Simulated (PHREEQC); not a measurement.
Consider water at 9.1 °C with 23 mmol/kgw NH4HF2, 0.039 mmol/kgw H2SiF6, 0.047 mmol/kgw H3BO3 and 9 mmol/kgw HCl. Closed to the air; pH follows from the charge balance.

Equilibrium calculation in PHREEQC: ion-association model, phreeqc.dat.

```
quantity                   before    after
------------------------  -------  -------
pH                           2.70     3.05
ionic strength (mol/kgw)   0.0253  0.00325
HF (mol/kgw)               0.0283  0.00223
F- (mol/kgw)               0.0147  0.00232
HF2- (mol/kgw)            0.00137  1.70e-5
BF3OH- (mol/kgw)          4.46e-7  4.06e-7
```

Task: Which change was made?
A) H2SiF6 replaced by NaBF4 at the same molality
B) diluted 10-fold with water
C) diluted 100-fold with water
D) H2SiF6 from 3.9e-05 to 3.9e-06 mol/kgw
E) H3BO3 from 4.7e-05 to 9.4e-05 mol/kgw

Result: B, diluted 10-fold with water

Precipitation was switched off in this run. Away from 25 °C the constants follow the database's enthalpies or fits; those with neither stay at their 25 °C values. SiF6-2 is the database's only silicon fluoride. Real BF4- forms and hydrolyses slowly; the run takes it at equilibrium.
